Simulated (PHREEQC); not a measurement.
Make-up at 25 °C: 0.0048 mol KHSO4, 0.0002 mol Mn(NO3)2 and 0.016 mol Zn(NO3)2 per kg of water. Closed to the air; pH follows from the charge balance.

Equilibrium calculation in PHREEQC: ion-association model, phreeqc.dat.

Each row changes one thing in this solution. Precipitation was switched off in this run.

| case | pH | ionic strength (mol/kgw) | Zn+2 (mol/kgw) | SO4-2 (mol/kgw) | ZnSO4 (mol/kgw) | HSO4- (mol/kgw) | SI of Zn(OH)2(e) (Zn(OH)2) |
|---|---|---|---|---|---|---|---|
| as made | 2.44 | 0.0550 | 0.0143 | 0.00250 | 0.00168 | 0.000491 | -8.82 |
| diluted 100-fold with water | 4.33 | 0.000624 | 0.000159 | 4.64e-5 | 1.38e-6 | 1.93e-7 | -6.68 |
| KHSO4 from 0.0048 to 0.0072 mol/kgw | 2.28 | 0.0586 | 0.0137 | 0.00367 | 0.00227 | 0.00102 | -9.16 |
| Mn(NO3)2 left out | 2.44 | 0.0544 | 0.0143 | 0.00251 | 0.00169 | 0.000493 | -8.82 |
| Mn(NO3)2 from 0.0002 to 2e-05 mol/kgw | 2.44 | 0.0545 | 0.0143 | 0.00251 | 0.00169 | 0.000493 | -8.82 |
